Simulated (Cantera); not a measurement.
# Hydrogen reduction and annealing atmospheres: Al₂O₃ + H₂ + H₂O

A closed system holds: 1 mol Al₂O₃, 220 mol H₂, 0.00062 mol H₂O, at 2900 Pa.

Cantera equilibrium calculation (NASA polynomials, part measured and part estimated; ideal gas, pure solids and liquids). Candidate condensed phases: Al, Al₂O₃, H₂O; 19 gas species. The tables' values for AlOH are old estimates; treat these amounts as uncertain. The numbers say what is thermodynamically allowed, not how fast it happens.

From 1500 K to 2150 K the condensed part is Al₂O₃(s). The main Al-bearing gas is Al throughout.

```
T (K)   x H₂       x H     x H₂O      x Al  n Al₂O₃(s)
-----  -----  --------  --------  --------  ----------
1500   1.000  0.000103   2.92e-6   5.21e-8       1.000
1550   1.000  0.000185   3.41e-6   3.08e-7       1.000
1600   1.000  0.000319   4.99e-6   1.14e-6       1.000
1650   0.999  0.000533   8.51e-6   2.97e-6       1.000
1700   0.999  0.000865   1.53e-5   6.46e-6       0.999
1750   0.999   0.00136   2.76e-5   1.27e-5       0.998
1800   0.998   0.00210   4.89e-5   2.34e-5       0.996
1850   0.997   0.00316   8.48e-5   4.10e-5       0.993
1900   0.995   0.00465  0.000143   6.92e-5       0.988
1950   0.993   0.00671  0.000236  0.000113       0.980
2000   0.990   0.00950  0.000380  0.000180       0.968
2050   0.986    0.0132  0.000598  0.000278       0.948
2100   0.980    0.0181  0.000920  0.000421       0.920
2150   0.973    0.0244   0.00138  0.000623       0.877
```
x: gas mole fraction; n: condensed amount in mol.
